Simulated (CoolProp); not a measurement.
Vapour pressure (MPa) of C3F8 (R218): the reference equation beside estimates from Tc = 345.0 K, pc = 2.640 MPa, ω = 0.317. Clausius-Clapeyron is anchored at 224.4 K with a constant enthalpy of vaporisation of 20.57 kJ/mol.

The numbers come from the reference Helmholtz-energy equation of state, Lemmon 2006 in CoolProp. It is a short technical equation, of lower accuracy than the large ones.

```json
[
 {"T (K)": "178.4", "reference": "0.002564", "Lee-Kesler": "0.002470", "Clausius-Clapeyron": "0.003322", "Redlich-Kwong": "0.009385"},
 {"T (K)": "187.6", "reference": "0.005522", "Lee-Kesler": "0.005347", "Clausius-Clapeyron": "0.006558", "Redlich-Kwong": "0.01774"},
 {"T (K)": "196.8", "reference": "0.01092", "Lee-Kesler": "0.01064", "Clausius-Clapeyron": "0.01215", "Redlich-Kwong": "0.03114"},
 {"T (K)": "206", "reference": "0.02010", "Lee-Kesler": "0.01971", "Clausius-Clapeyron": "0.02129", "Redlich-Kwong": "0.05134"},
 {"T (K)": "215.2", "reference": "0.03475", "Lee-Kesler": "0.03430", "Clausius-Clapeyron": "0.03558", "Redlich-Kwong": "0.08033"},
 {"T (K)": "224.4", "reference": "0.05699", "Lee-Kesler": "0.05655", "Clausius-Clapeyron": "0.05699", "Redlich-Kwong": "0.1202"},
 {"T (K)": "233.6", "reference": "0.08927", "Lee-Kesler": "0.08899", "Clausius-Clapeyron": "0.08798", "Redlich-Kwong": "0.1732"},
 {"T (K)": "242.8", "reference": "0.1344", "Lee-Kesler": "0.1344", "Clausius-Clapeyron": "0.1314", "Redlich-Kwong": "0.2414"},
 {"T (K)": "251.9", "reference": "0.1946", "Lee-Kesler": "0.1952", "Clausius-Clapeyron": "0.1899", "Redlich-Kwong": "0.3261"},
 {"T (K)": "261.1", "reference": "0.2746", "Lee-Kesler": "0.2759", "Clausius-Clapeyron": "0.2684", "Redlich-Kwong": "0.4314"}
]
```

Absolute difference from the reference over all 10 rows, mean and median: Lee-Kesler 1.5 and 1.0 %, Clausius-Clapeyron 7.6 and 2.4 %, Redlich-Kwong 136.8 and 121.0 %.
